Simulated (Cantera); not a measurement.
A freely propagating, adiabatic, planar premixed flame of 12.7 % CH4, 0.535 % H2, 19.7 % O2, 61.4 % N2, 5.60 % H2O, unburnt at 623 K and 560000 Pa; mixture-averaged transport, grid criteria slope 0.08 and curve 0.16, no radiation.

Computed with Cantera and GRI-Mech 3.0 (53 species, 325 reactions). Burning velocities carry a grid error of a few per cent, more on coarse grids.

### Question
Predict: laminar burning velocity; thermal thickness; peak x(C2H6); peak x(H).

### Answer
- laminar burning velocity: 64.0 cm/s
- thermal thickness: 0.107 mm
- peak x(C2H6): 0.00136
- peak x(H): 0.00417
